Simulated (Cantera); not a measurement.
A closed system holds: 1 mol CO, 2.8 mol H2, 19 mol N2, held at 0.0100 bar.

Equilibrium computed with Cantera from the NASA thermochemical tables; the gas is ideal and each condensed phase is pure. Candidate condensed phases: C, C6H6, C7H8, C8H18, H2O; 136 gas species. Rates play no part.

Task: At 1123 K, list the 3 most abundant gas species with their mole fractions, and the condensed phases.

Result: N2 0.833, H2 0.123, CO 0.0439. Condensed: gas only.
